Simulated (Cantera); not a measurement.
Feed: 1 mol Al, 0.046 mol HCl, 6.3 mol N2, at 0.340 bar.

These are equilibrium values from Cantera (NASA tables, ideal gas, pure condensed phases), not measurements of a reactor. Candidate condensed phases: Al, AlCl3, AlN, NH4Cl; 20 gas species. The numbers say what is thermodynamically allowed, not how fast it happens. All values below are at 600 °C.

Base state: N2 0.993, HCl 0.00291, H2 0.00248, AlCl3 0.00165 (mole fractions); condensed: AlN(s).

Q: What changes in the equilibrium state with this change: HCl from 0.046 to 0.17 mol?

A: 
```csv
species,before,after
N2,0.993,0.975
H2,0.00248,0.00971
HCl,0.00291,0.00906
AlCl3,0.00165,0.00645
Al2Cl6,7.03e-7,1.07e-5
"AlN(s), mol",0.990,0.961
```
